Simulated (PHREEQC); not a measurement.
Geothermal or formation water (model solution)

A made-up water analysis in mmol/kgw, 40 °C, pH 7.68: Na 264; K 4.07; Ca 2.24; Mg 0.314; Cl 268; S(6) 6.37; Alkalinity (meq/kgw) 0.157; Fe(2) 2.62; Sr 0.111; Br 7.13.

Cl is adjusted to close the charge balance.
Valence states are taken as typed.

Equilibrium calculation in PHREEQC: ion-association model, phreeqc.dat.

This is a speciation only: nothing precipitates in the calculation.

Predict the activity of water, specific conductance, density.

activity of water 0.991; specific conductance 35700 µS/cm; density 1.004 g/cm³.

In which forms is Ca present?

Ca+2 95 %, CaSO4 5.5 % of the Ca.

Examples of supersaturated solids here: Siderite. Others may be too. Species that the database lacks are ignored. Constants without temperature data keep their 25 °C values here.
